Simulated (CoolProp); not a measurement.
Properties of R1132(E) at several states (Tc = 348.8 K, pc = 51.74 bar, ω = 0.245).

Model: reference Helmholtz-energy equation of state, Akasaka 2024, in CoolProp.

```tsv
T (K)	p (bar)	phase	Z	cv (kJ/(kg K))
277.4	65	liquid	0.1785	1.068
285	65	liquid	(withheld)	1.069
261.7	65	liquid	(withheld)	(withheld)
298.9	9.69	gas	(withheld)	0.8668
```

Task: Complete the blanks.

Result: 
- 285, Z: 0.1777
- 261.7, Z: 0.1815
- 261.7, cv (kJ/(kg K)): 1.066
- 298.9, Z: 0.8783
